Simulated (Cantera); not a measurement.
What does this Cantera script print?

```python
import numpy as np
import cantera as ct

gas_names = [...]  # 148 gases of nasa_gas.yaml made of Al, C, H, N, O
cond_names = """
    AL(cr) AL(L) ALN(s) AL2O3(a) AL2O3(L) C(gr) C6H6(L) C7H8(L) C8H18(L),n-octa H2O(s) H2O(L)
""".split()


# ... load() reads the species with a 1 bar reference pressure and builds the phases ...
atoms = {
    'Al(CH3)3': {'AL': 1, 'C': 3, 'H': 9},
    'O2': {'O': 2},
    'H2': {'H': 2},
    'N2O': {'N': 2, 'O': 1},
}
top_T = {'ALN(s)': 2750, 'C(gr)': 4500}  # K; cautious upper limits of use, not melting points


# ... equilibrate(T, P, feed) seeds the gas with the atoms and calls Mixture.equilibrate('TP', solver="vcs", rtol=1e-11, max_steps=5000) ...
results = []
feed = {'Al(CH3)3': 1, 'O2': 1.7, 'H2': 16, 'N2O': 34}  # mol
T = 1725  # K
P = 100000  # Pa
mix = equilibrate(T, P, feed)
results.append((T, P, feed, dict(zip(mix.species_names, mix.species_moles))))
x = sorted(zip(gas.X, gas.species_names), reverse=True)
print(f"T = {T:g} K  P = {P:g} Pa  gas = {mix.phase_moles(0):.4g} mol")
print("   x: " + "  ".join(f"{s} {v:.3e}" for v, s in x if v > 1e-05))
print("   condensed (mol): " + ("  ".join(f"{mix.phase(i).name} {mix.phase_moles(i):.4g}"
      for i in range(1, mix.n_phases) if mix.phase_moles(i) > 1e-12) or "none"))
```

Result:

```
T = 1725 K  P = 100000 Pa  gas = 62.21 mol
   x: N2 5.457e-01  H2O 3.292e-01  O2 7.462e-02  CO2 4.821e-02  NO 1.581e-03  OH 6.019e-04  H2 3.131e-05  CO 1.614e-05  O 1.585e-05
   condensed (mol): AL2O3(a) 0.5
```

Method: chemical equilibrium by Gibbs-energy minimisation in Cantera with the NASA 1993 tables (ideal gas, pure condensed phases). The feed counts by its element totals alone. Gases not in the tables: Al(OH)3.
